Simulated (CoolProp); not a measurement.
Model: reference Helmholtz-energy equation of state, Gao 2022, in CoolProp.

Problem. Give the vapour pressure (MPa), liquid density (kg/m³), vapour density (kg/m³) of saturated n-perfluorohexane at 249.8, 278.8 K.

Solution. 
```tsv
T (K)	p (MPa)	liquid density (kg/m³)	vapour density (kg/m³)
249.8	0.00206	1810	0.337
278.8	0.0117	1730	1.73
```
